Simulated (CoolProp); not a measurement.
Diethyl ether along the isobar 5290 kPa: fugacity coefficient from the reference equation and from simpler models built on Tc = 467.9 K, pc = 3717 kPa, ω = 0.282; each cubic takes its own stable root.

The numbers come from the reference Helmholtz-energy equation of state, Thol 2014 in CoolProp.

```tsv
T (K)	phase	reference
286.4	liquid	0.01030
315.5	liquid	0.02945
344.6	liquid	0.06724
373.6	liquid	0.1293
402.7	liquid	0.2185
431.7	liquid	0.3321
460.8	liquid	0.4629
489.9	supercritical	0.5922
518.9	supercritical	0.6799
548	supercritical	0.7405
```

Task: How far does each simpler model (van der Waals, Soave-Redlich-Kwong, Peng-Robinson) lie from the reference over these 10 states: mean and median of the absolute difference, and the worst?

Result: 
- van der Waals: mean 155.7 %, median 47.4 %, worst +756.9 % at 286.4 K and 5290 kPa
- Soave-Redlich-Kwong: mean 2.8 %, median 2.7 %, worst +4.4 % at 431.7 K and 5290 kPa
- Peng-Robinson: mean 1.0 %, median 0.6 %, worst -2.5 % at 518.9 K and 5290 kPa
